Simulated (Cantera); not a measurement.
# Thermodynamics of chlorosilane synthesis and conversion, feed Si + HCl + H2 + Cl2

Feed: 1 mol Si, 5.5 mol HCl, 0.34 mol H2, 0.88 mol Cl2, equilibrated at 1398.15 K.

Method: chemical equilibrium by Gibbs-energy minimisation in Cantera with the NASA 1993 tables (ideal gas, pure condensed phases). Candidate condensed phases: Si; 19 gas species. The tables' values for SiCl3 are old estimates; treat these amounts as uncertain. The numbers say what is thermodynamically allowed, not how fast it happens.

```
P (Pa)   x HCl   x H2  x SiCl4  x SiCl3
-------  -----  -----  -------  -------
10000    0.598  0.230    0.143   0.0168
26000    0.588  0.239    0.153   0.0116
67000    0.582  0.244    0.160  0.00769
170000   0.579  0.246    0.164  0.00500
450000   0.578  0.248    0.166  0.00313
1200000  0.577  0.249    0.167  0.00194
3000000  0.576  0.249    0.168  0.00124
```
x: gas mole fraction; nothing condenses.

From 0.100 bar to 30.0 bar nothing is condensed. The main Si-bearing gas is SiCl4 throughout.
